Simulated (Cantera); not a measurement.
Input: 1 mol CH2F2, 0.013 mol HCl, held at 1577 °C and 0.133 bar.

Equilibrium computed with Cantera from the NASA thermochemical tables; the gas is ideal and each condensed phase is pure. Candidate condensed phases: C, C6H6, C7H8, C8H18; 118 gas species. Equilibrium is a limit: real reactors are often held back by kinetics, nucleation or transport.

Base state: HF 0.993, HCl 0.00601, Cl 0.000448, H2 0.000226, H 2.22e-5, F 2.07e-5 (mole fractions); condensed: C(graphite).

Task: What changes in the equilibrium state with this change: CH2F2 replaced by CH3F?

Result: 
```json
[
 {"species": "HF", "before": "0.993", "after": "0.497"},
 {"species": "H2", "before": "0.000226", "after": "0.496"},
 {"species": "HCl", "before": "0.00601", "after": "0.00644"},
 {"species": "H", "before": "2.22e-5", "after": "0.00104"},
 {"species": "CH4", "before": "<1e-9", "after": "2.15e-5"},
 {"species": "C2H2 (acetylene)", "before": "5.92e-8", "after": "0.000130"},
 {"species": "F", "before": "2.07e-5", "after": "2.21e-7"},
 {"species": "Cl", "before": "0.000448", "after": "1.03e-5"},
 {"species": "C(graphite), mol", "before": "1.000", "after": "0.999"}
]
```

Task: What changes in the equilibrium state with this change: temperature from 1577 °C to 2675 °C?

Result: 
| species | before | after |
|---|---|---|
| HF | 0.993 | 0.930 |
| F | 2.07e-5 | 0.0273 |
| H | 2.22e-5 | 0.0259 |
| C3 | <1e-9 | 0.00133 |
| C | <1e-9 | 0.000230 |
| C2H | <1e-9 | 0.000220 |
| C2 | <1e-9 | 0.000134 |
| C(graphite), mol | 1.000 | 0.981 |
